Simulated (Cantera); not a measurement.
## Ignition delay

Mixture: C₃H₈ : O₂ : N₂ = 1 : 6.49 : 24.4 (molar parts), at 1.00 bar, adiabatic and at constant volume. Ignition delay is the time to a rise of 400 K.

Computed with Cantera and GRI-Mech 3.0 (53 species, 325 reactions). GRI-Mech 3.0 was tuned for natural gas; its chemistry of propane as a main component is partial and can be far from experiment.

| T0 (K) | delay (ms) |
|---|---|
| 1075 | 93.2 |
| 1150 | 16.7 |
| 1225 | 3.46 |
| 1300 | 0.889 |
| 1375 | 0.286 |
| 1450 | 0.114 |
| 1525 | 0.0548 |
| 1600 | 0.0306 |
| 1675 | 0.0192 |
| 1750 | 0.0132 |

apparent activation energy between 1600 and 1750 K: 130 kJ/mol
